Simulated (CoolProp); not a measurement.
Vapour-liquid equilibrium of cyclohexane (1) + n-heptane (2) at 455.1 K; x and y are mole fractions of (1).

Model: multi-fluid Helmholtz-energy mixture model, Zhou 2014 and Span 2003; pair parameters Bell 2016, in CoolProp.

**Question.** Give the bubble pressure and the first vapour's composition at x = 0.2, 0.5, 0.725. Is there an azeotrope?

**Answer.** x = 0.2: 0.7683 MPa, y = 0.247; x = 0.5: 0.8567 MPa, y = 0.566; x = 0.725: 0.9219 MPa, y = 0.773. No azeotrope shows between x = 0.05 and 0.95.

Pair parameters are fitted to limited data, so mixtures are less certain than the pure fluids.
